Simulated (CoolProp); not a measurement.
Vapour pressure (kPa) of R1224YDZ: the reference equation beside estimates from Tc = 428.7 K, pc = 3334 kPa, ω = 0.325.

Values from CoolProp's reference Helmholtz-energy equation of state, Akasaka 2023.

```csv
T (K),reference,Redlich-Kwong,Soave-Redlich-Kwong,Peng-Robinson
196.3,0.3481,2.038,0.3730,0.4236
202.7,0.6367,3.352,0.6719,0.7509
209,1.104,(withheld),1.151,(withheld)
215.4,1.857,8.058,1.915,2.083
221.8,3.011,(withheld),3.079,3.311
228.1,(withheld),17.13,4.766,5.072
234.5,7.147,24.10,7.222,7.612
240.9,10.60,33.13,10.66,11.14
247.2,15.24,44.43,15.28,15.85
```

**Question.** Complete the blanks.

**Answer.** 
- 209, Redlich-Kwong: 5.268
- 209, Peng-Robinson: 1.268
- 221.8, Redlich-Kwong: 11.95
- 228.1, reference: 4.692

Absolute difference from the reference over all 9 rows, mean and median: Redlich-Kwong 314.0 and 296.9 %, Soave-Redlich-Kwong 2.9 and 2.3 %, Peng-Robinson 11.1 and 10.0 %.
